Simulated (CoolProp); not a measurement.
A single-stage vapour-compression cycle with R21: evaporating at 242.15 K (dew point), condensing at 298.15 K (bubble point), superheat 5 K, subcooling 8 K, compressor efficiency 0.9, no pressure losses. Each further row changes one setting.

Computed with CoolProp (reference Helmholtz-energy equation of state, Platzer 1990). This equation is an older, rougher fit; its heat capacities, sound speeds and derivatives of the liquid may be far off and weren't checked against measurements.

| case | cooling COP | pressure ratio | discharge temperature (K) | refrigerating effect (kJ/kg) | volumetric capacity (kJ/m³) |
|---|---|---|---|---|---|
| as stated | 3.37 | 11.4 | 357.1 | 214 | 173 |
| evaporating temperature 247.15 K | 3.85 | 8.71 | 350.2 | 216 | 225 |
| condensing temperature 293.15 K | 3.76 | 9.58 | 348.6 | 219 | 177 |
| subcooling 13 K | 3.45 | 11.4 | 357.1 | 219 | 177 |
| superheat 15 K | 3.33 | 11.4 | 369.0 | 219 | 170 |
| compressor efficiency 0.8 | 3.00 | 11.4 | 368.9 | 214 | 173 |
